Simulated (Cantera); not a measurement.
Equilibrium for thermal oxidation and active oxidation of silicon: Si + N2O + N2 + CO2

A closed system holds: 1 mol Si, 2.6 mol N2O, 68 mol N2, 0.045 mol CO2, held at 0.100 bar.

These are equilibrium values from Cantera (NASA tables, ideal gas, pure condensed phases), not measurements of a reactor. Candidate condensed phases: C, Si, SiC, SiO2, Si2N2O, Si3N4; 34 gas species. The tables hold silica as quartz up to 1696 K and as liquid above; real silica turns to tridymite and cristobalite and melts near 1996 K. Equilibrium is a limit: real reactors are often held back by kinetics, nucleation or transport.

```tsv
T (K)	log p N2	log p O2	log p NO	log p CO2	log p O	n SiO2(β-quartz)	n SiO2(condensed)
1275	-1.00	-3.38	-5.27	-4.20	-8.64	1.00	0
1375	-1.00	-3.38	-5.00	-4.20	-7.89	1.00	0
1475	-1.00	-3.38	-4.77	-4.20	-7.23	1.00	0
1575	-1.00	-3.39	-4.57	-4.20	-6.66	1.00	0
1675	-1.00	-3.40	-4.39	-4.20	-6.16	1.00	0
1775	-1.00	-3.41	-4.23	-4.20	-5.72	0	1.000
1875	-1.00	-3.42	-4.10	-4.21	-5.33	0	1.000
```
log p: log10 of the partial pressure in bar; n: condensed amount in mol.

From 1275 K to 1675 K the condensed part is SiO2(β-quartz). From 1775 K to 1875 K the condensed part is SiO2(condensed).
